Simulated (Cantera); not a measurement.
Roasting and sulfation: FeS₂ + SO₂ + N₂ + H₂S

Feed: 1 mol FeS₂, 0.072 mol SO₂, 11 mol N₂, 3.6 mol H₂S, equilibrated at 4.60 bar.

These are equilibrium values from Cantera (NASA tables, ideal gas, pure condensed phases), not measurements of a reactor. Candidate condensed phases: Fe, FeO, Fe(OH)₂, Fe(OH)₃, FeS, FeSO₄, FeS₂, Fe₂O₃, Fe₂(SO₄)₃, Fe₃O₄, H₂O, H₂SO₄, S; 38 gas species. FeS: taken at fixed stoichiometry. Gases not in the tables: S₃ to S₇. The numbers say what is thermodynamically allowed, not how fast it happens.

```
T (°C)  log p N₂  log p H₂S  log p S₂  log p H₂  log p H₂O  n FeS₂(s)  n FeS(s)  n FeS(l)
------  --------  ---------  --------  --------  ---------  ---------  --------  --------
550         0.54       0.03     -1.45     -2.38      -1.35       1.00         0         0
600         0.54       0.03     -1.42     -2.07      -1.35       1.00         0         0
650         0.54       0.03     -1.38     -1.81      -1.35       1.00         0         0
700         0.52       0.01     -0.72     -1.89      -1.36          0      1.00         0
750         0.52       0.01     -0.71     -1.66      -1.36          0      1.00         0
800         0.52       0.00     -0.70     -1.46      -1.36          0      1.00         0
850         0.52      -0.01     -0.68     -1.28      -1.36          0      1.00         0
900         0.52      -0.02     -0.66     -1.13      -1.37          0      1.00         0
950         0.52      -0.03     -0.63     -0.99      -1.37          0      1.00         0
1000        0.52      -0.05     -0.60     -0.87      -1.37          0      1.00         0
1050        0.51      -0.07     -0.58     -0.76      -1.37          0      1.00         0
1100        0.51      -0.09     -0.54     -0.67      -1.37          0      1.00         0
1150        0.51      -0.12     -0.52     -0.59      -1.37          0      1.00         0
1200        0.51      -0.15     -0.49     -0.52      -1.38          0         0      1.00
```
log p: log10 of the partial pressure in bar; n: condensed amount in mol.

From 550 °C to 650 °C the condensed part is FeS₂(s). From 700 °C to 1150 °C the condensed part is FeS(s). At 1200 °C the condensed part is FeS(l).
